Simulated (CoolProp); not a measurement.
Vapour-liquid equilibrium of isohexane (1) + benzene (2) at 332.4 K; x and y are mole fractions of (1).

Computed with CoolProp (multi-fluid Helmholtz-energy mixture model, Lemmon 2006 and Thol 2012; pair parameters Bell 2016).

Problem. Give the bubble pressure and the first vapour's composition at x = 0.45, 0.65, 0.85. Is there an azeotrope?

Solution. x = 0.45: 0.8253 bar, y = 0.606; x = 0.65: 0.8937 bar, y = 0.741; x = 0.85: 0.9484 bar, y = 0.884. No azeotrope shows between x = 0.05 and 0.95.

The pair parameters rest on a limited set of measurements; away from them the model extrapolates.
